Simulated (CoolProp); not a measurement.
Vapour-liquid equilibrium of R125 (1) + R227EA (2) at 445 kPa; x and y are mole fractions of (1).

Computed with CoolProp (multi-fluid Helmholtz-energy mixture model, Lemmon 2005 and Lemmon 2016; pair parameters Bell 2016).

| x | bubble temperature (K) | y at the bubble point | dew temperature at overall composition x (K) | liquid density (mol/L) |
|---|---|---|---|---|
| 0.05 | 294.6 | 0.118 | 296.3 | 8.332 |
| 0.15 | 289.4 | 0.318 | 293.8 | 8.640 |
| 0.25 | 284.6 | 0.476 | 291.2 | 8.949 |
| 0.35 | 280.3 | 0.602 | 288.4 | 9.261 |
| 0.45 | 276.4 | 0.702 | 285.4 | 9.577 |
| 0.55 | 272.9 | 0.782 | 282.1 | 9.897 |
| 0.65 | 269.8 | 0.847 | 278.5 | 10.22 |
| 0.75 | 267.0 | 0.900 | 274.4 | 10.56 |
| 0.85 | 264.3 | 0.945 | 269.6 | 10.91 |
| 0.95 | 261.9 | 0.983 | 264.0 | 11.27 |

No azeotrope shows between x = 0.05 and 0.95.

Pair parameters are fitted to limited data, so mixtures are less certain than the pure fluids.
